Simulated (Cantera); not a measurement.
## Hydrogen reduction and annealing atmospheres: FeS₂ + H₂

Input: 1 mol FeS₂, 210 mol H₂, equilibrated at 13.3 mbar.

Equilibrium computed with Cantera from the NASA thermochemical tables; the gas is ideal and each condensed phase is pure. Candidate condensed phases: Fe, FeS, FeS₂, S; 8 gas species. Metal and sulfide melt together well below either melting point, which pure phases cannot show. Mutual solubility and eutectic melting of coexisting phases are not modelled. FeS: taken at fixed stoichiometry. Rates play no part.

At 1325 K the condensed part is Fe(γ) + FeS(s). From 1400 K to 1625 K the condensed part is Fe(γ). From 1700 K to 1775 K the condensed part is Fe(δ). At 1850 K the condensed part is Fe(l). From 1925 K to 2150 K nothing is condensed. The main Fe-bearing gas is Fe throughout.

| T (K) | x H₂ | x H | x H₂S | x Fe | x SH | x S | x S₂ | n Fe(γ) | n FeS(s) | n Fe(δ) | n Fe(l) |
|---|---|---|---|---|---|---|---|---|---|---|---|
| 1325 | 0.992 | 1.41e-5 | 0.00791 | 1.65e-7 | 5.35e-5 | 2.58e-7 | 5.30e-5 | 0.695 | 0.305 | 0 | 0 |
| 1400 | 0.991 | 4.19e-5 | 0.00905 | 1.15e-6 | 0.000137 | 1.32e-6 | 0.000168 | 1.000 | 0 | 0 | 0 |
| 1475 | 0.991 | 0.000112 | 0.00858 | 6.55e-6 | 0.000266 | 4.79e-6 | 0.000333 | 0.999 | 0 | 0 | 0 |
| 1550 | 0.991 | 0.000272 | 0.00788 | 3.14e-5 | 0.000468 | 1.48e-5 | 0.000575 | 0.993 | 0 | 0 | 0 |
| 1625 | 0.991 | 0.000608 | 0.00699 | 0.000130 | 0.000749 | 3.96e-5 | 0.000865 | 0.973 | 0 | 0 | 0 |
| 1700 | 0.990 | 0.00127 | 0.00600 | 0.000472 | 0.00110 | 9.29e-5 | 0.00115 | 0 | 0 | 0.901 | 0 |
| 1775 | 0.988 | 0.00249 | 0.00500 | 0.00153 | 0.00151 | 0.000195 | 0.00139 | 0 | 0 | 0.677 | 0 |
| 1850 | 0.983 | 0.00463 | 0.00407 | 0.00439 | 0.00193 | 0.000372 | 0.00153 | 0 | 0 | 0 | 0.0691 |
| 1925 | 0.979 | 0.00819 | 0.00327 | 0.00470 | 0.00235 | 0.000654 | 0.00157 | 0 | 0 | 0 | 0 |
| 2000 | 0.974 | 0.0139 | 0.00257 | 0.00469 | 0.00273 | 0.00107 | 0.00150 | 0 | 0 | 0 | 0 |
| 2075 | 0.965 | 0.0227 | 0.00198 | 0.00466 | 0.00303 | 0.00162 | 0.00135 | 0 | 0 | 0 | 0 |
| 2150 | 0.952 | 0.0356 | 0.00149 | 0.00463 | 0.00320 | 0.00231 | 0.00113 | 0 | 0 | 0 | 0 |
x: gas mole fraction; n: condensed amount in mol.
